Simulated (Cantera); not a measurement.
A perfectly stirred reactor is fed with N2O : O2 = 1 : 1.8 (molar parts), at 0.00590 bar; it is held at 1573 K, and followed from long to short residence time.

Detailed kinetics in Cantera: GRI-Mech 3.0 (53 species, 325 reactions). GRI-Mech 3.0 was tuned for natural gas; its chemistry of N2O as a main component is partial and can be far from experiment. Radical loss at walls, strong at low pressure, is not modelled. The temperature is held fixed by assumption; the heat of reaction is taken as removed at once.

Question: What does this change do: temperature 1573 to 1000 K?

Answer: 
```csv
quantity,before,after
x(N2O) at τ = 13.0 s,0.0278,0.357
x(O2) at τ = 13.0 s,0.653,0.643
x(O) at τ = 13.0 s,0.000139,4.21e-8
x(NO2) at τ = 13.0 s,3.79e-5,3.92e-10
x(N2) at τ = 13.0 s,0.240,0.000172
x(N2O) at τ = 57.0 ms,0.340,0.357
x(O2) at τ = 57.0 ms,0.643,0.643
x(O) at τ = 57.0 ms,0.000137,3.79e-8
x(NO2) at τ = 57.0 ms,1.22e-6,<1e-12
x(N2) at τ = 57.0 ms,0.0128,7.18e-7
```
The mechanism lacks the step 2 NO + O2 → 2 NO2, which can matter for NO2 below about 1400 K.

Question: What does this change do: temperature 1573 to 1525 K?

Answer: 
```tsv
quantity	before	after
x(N2O) at τ = 13.0 s	0.0278	0.0451
x(O2) at τ = 13.0 s	0.653	0.656
x(O) at τ = 13.0 s	0.000139	9.05e-5
x(NO2) at τ = 13.0 s	3.79e-5	3.20e-5
x(N2) at τ = 13.0 s	0.240	0.230
x(N2O) at τ = 57.0 ms	0.340	0.347
x(O2) at τ = 57.0 ms	0.643	0.643
x(O) at τ = 57.0 ms	0.000137	8.91e-5
x(NO2) at τ = 57.0 ms	1.22e-6	5.41e-7
x(N2) at τ = 57.0 ms	0.0128	0.00771
```

Question: What does this change do: pressure from 0.00590 bar to 0.0110 bar?

Answer: 
```csv
quantity,before,after
x(N2O) at τ = 13.0 s,0.0278,0.0156
x(O2) at τ = 13.0 s,0.653,0.654
x(O) at τ = 13.0 s,0.000139,0.000135
x(NO2) at τ = 13.0 s,3.79e-5,4.21e-5
x(N2) at τ = 13.0 s,0.240,0.249
x(N2O) at τ = 57.0 ms,0.340,0.326
x(O2) at τ = 57.0 ms,0.643,0.644
x(O) at τ = 57.0 ms,0.000137,0.000138
x(NO2) at τ = 57.0 ms,1.22e-6,2.85e-6
x(N2) at τ = 57.0 ms,0.0128,0.0229
```
